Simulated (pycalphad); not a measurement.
CALPHAD calculation (pycalphad, COST 507 light-alloy database (1999)), 1 atm. The data set is of 1999 and partly superseded. The system is extrapolated from its subsystems; higher-order compounds may be missing.

Molar enthalpy of Al-2.025Cu-0.288Si (wt.%) in equilibrium (SER reference):

| T (°C) | H (kJ/mol) | phases |
|---|---|---|
| 1577 | 57.64 | LIQUID |
| 1502 | 55.26 | LIQUID |
| 1427 | 52.89 | LIQUID |
| 1352 | 50.52 | LIQUID |
| 1277 | 48.14 | LIQUID |
| 1202 | 45.77 | LIQUID |
| 1127 | 43.40 | LIQUID |
| 1052 | 41.02 | LIQUID |
| 977 | 38.65 | LIQUID |
| 902 | 36.28 | LIQUID |
| 827 | 33.90 | LIQUID |
| 752 | 31.53 | LIQUID |
| 677 | 29.16 | LIQUID |
| 602 | 16.34 | FCC_A1 + LIQUID |
| 527 | 13.82 | FCC_A1 |
| 452 | 11.55 | FCC_A1 |
| 377 | 9.21 | FCC_A1 + ALCU_THETA + DIAMOND_A4 |
| 302 | 6.93 | FCC_A1 + ALCU_THETA + DIAMOND_A4 |
| 227 | 4.81 | FCC_A1 + ALCU_THETA + DIAMOND_A4 |

Cooling from 677 °C to 527 °C, across the freezing range, releases 15.3 kJ/mol, or 562 J/g. The slope is 32 J/(mol K) in the liquid and 30 J/(mol K) just below the solidus, where it includes any heat of precipitation. Liquidus 653 °C, solidus 594 °C. Changes were sought between steps of 75 K, so a narrower field can be missed.

Database names, with the compositions (at.%) that they take in these runs: ALCU_THETA: Al 67 Cu 33. FCC_A1 is fcc; DIAMOND_A4 is diamond (Si).
